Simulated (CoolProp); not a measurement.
The numbers come from the reference Helmholtz-energy equation of state, Schroeder 2014 in CoolProp.

Task: For ethanol, give the phase and the density (kg/m³), cv (kJ/(kg K)), speed of sound (m/s), Joule-Thomson coefficient (K/MPa) at 397.6 K and 595 kPa; 409.3 K and 595 kPa; 432.7 K and 595 kPa.

Result: 
- 397.6 K and 595 kPa: liquid; density 685, cv 2.76, speed of sound 801, Joule-Thomson coefficient -0.103
- 409.3 K and 595 kPa: gas; density 8.91, cv 1.82, speed of sound 268, Joule-Thomson coefficient 30.2
- 432.7 K and 595 kPa: gas; density 8.20, cv 1.84, speed of sound 280, Joule-Thomson coefficient 23.1
